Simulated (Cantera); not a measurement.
An isothermal, constant-pressure homogeneous reactor starts with H2 : O2 : N2 = 0.088 : 1 : 4.8 (molar parts), equivalence ratio 0.044, at 1450 K and 230 Pa. Integrator tolerance rtol = 1e-08.

Detailed kinetics in Cantera: GRI-Mech 3.0 (53 species, 325 reactions). Radical loss at walls, strong at low pressure, is not modelled.

| quantity | before | after |
|---|---|---|
| x(H2) at 20.0 s | 0.000144 (gas-phase equilibrium 7.39e-7) | 0.000141 (gas-phase equilibrium 8.57e-7) |
| x(O2) at 20.0 s | 0.161 (gas-phase equilibrium 0.163) | 0.218 (gas-phase equilibrium 0.220) |
| x(N2O) at 20.0 s | 2.43e-9 (gas-phase equilibrium 2.62e-9) | 2.55e-9 (gas-phase equilibrium 2.81e-9) |
| x(H) at 20.0 s | 0.000494 (gas-phase equilibrium 1.71e-7) | 0.000406 (gas-phase equilibrium 1.84e-7) |
| x(HO2) at 20.0 s | 3.70e-8 (gas-phase equilibrium 9.42e-9) | 4.53e-8 (gas-phase equilibrium 1.37e-8) |
| x(H2O) at 20.0 s | 0.0141 (gas-phase equilibrium 0.0150) | 0.0192 (gas-phase equilibrium 0.0202) |

Q: Which change was made?
A. O2 1 to 0.23 parts
B. N2 4.8 to 3.3 parts
C. temperature 1450 to 1250 K
D. pressure from 230 Pa to 1330 Pa

A: B, N2 4.8 to 3.3 parts
